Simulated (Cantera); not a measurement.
Feed: 1 mol Si, 0.53 mol Br2, 82 mol N2, held at 0.00850 bar.

Method: chemical equilibrium by Gibbs-energy minimisation in Cantera with the NASA 1993 tables (ideal gas, pure condensed phases). Candidate condensed phases: Br2, Si, Si3N4; 13 gas species. N2 is the only nitrogen source here; it is nearly inert below about 1500 K, so the nitride shown seldom forms there in practice. The tables' values for SiBr3 are old estimates; treat these amounts as uncertain. Equilibrium is a limit: real reactors are often held back by kinetics, nucleation or transport. All values below are at 1273 K.

Base state: N2 0.995, SiBr4 0.00200, Br 0.00179, SiBr2 0.00122, SiBr3 0.000227 (mole fractions); condensed: Si3N4(s).

Problem. What changes in the equilibrium state with this change: N2 from 82 to 24 mol?

Solution. 
| species | before | after |
|---|---|---|
| N2 | 0.995 | 0.986 |
| SiBr4 | 0.00200 | 0.00867 |
| Br | 0.00179 | 0.00258 |
| SiBr2 | 0.00122 | 0.00254 |
| SiBr3 | 0.000227 | 0.000683 |
| Br2 | 5.21e-6 | 1.08e-5 |
| Si3N4(s), mol | 0.239 | 0.239 |

Problem. What changes in the equilibrium state with this change: Br2 from 0.53 to 9.3 mol?

Solution. 
```tsv
species	before	after
N2	0.995	0.857
Br	0.00179	0.112
Br2	5.21e-6	0.0203
SiBr4	0.00200	0.0104
SiBr2	0.00122	1.62e-6
SiBr3	0.000227	1.89e-5
Si3N4(s), mol	0.239	0
```
